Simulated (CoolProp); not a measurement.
Model: reference Helmholtz-energy equation of state, Lemmon 2006, in CoolProp. It is a short technical equation, of lower accuracy than the large ones.

Problem. For CH3F (R41), give the phase and the cv (kJ/(kg K)) at 425 K and 0.0934 MPa.

Solution. 
- 425 K and 0.0934 MPa: gas; cv 1.11
